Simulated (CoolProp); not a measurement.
Vapour-liquid equilibrium of n-pentane (1) + cyclohexane (2) at 381.9 K; x and y are mole fractions of (1).

Model: multi-fluid Helmholtz-energy mixture model, Thol 2019 and Zhou 2014; pair parameters Bell 2016, in CoolProp.

| x | bubble pressure, mixture model (MPa) | bubble pressure, Raoult's law (MPa) | y, mixture model | y, Raoult's law |
|---|---|---|---|---|
| 0.05 | 0.2466 | 0.2441 | (withheld) | 0.147 |
| 0.2 | (withheld) | 0.3190 | (withheld) | 0.450 |
| 0.35 | 0.3997 | 0.3939 | (withheld) | 0.638 |
| 0.5 | 0.4721 | 0.4688 | 0.737 | 0.766 |
| 0.65 | 0.5440 | 0.5437 | 0.832 | 0.859 |
| 0.8 | 0.6170 | 0.6186 | (withheld) | 0.929 |
| 0.95 | (withheld) | 0.6935 | 0.979 | 0.984 |

### Question
Some entries are withheld; supply them.

### Answer

- 0.05, y, mixture model: 0.148
- 0.2, bubble pressure, mixture model (MPa): 0.3252
- 0.2, y, mixture model: 0.438
- 0.35, y, mixture model: 0.614
- 0.8, y, mixture model: 0.910
- 0.95, bubble pressure, mixture model (MPa): 0.6925

The largest gap from Raoult's law is +1.9 % in bubble pressure, at x = 0.2. No azeotrope shows between x = 0.05 and 0.95.

The pair parameters rest on a limited set of measurements; away from them the model extrapolates.
